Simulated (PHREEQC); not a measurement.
## Acid rinse or clean

A solution holds 0.001 mol HCl and 0.0021 mol KCl per kg of water, at 25 °C. It is in equilibrium with CO2 at log p = 0 (atm). Otherwise closed; pH follows from the charge balance.

Model: ion-association model, wateq4f.dat, run in PHREEQC.

This is a speciation only: nothing precipitates in the calculation.

Question: What pH does the model give?

Answer: pH 3.02.

Complexes and solids missing from the database can't appear.
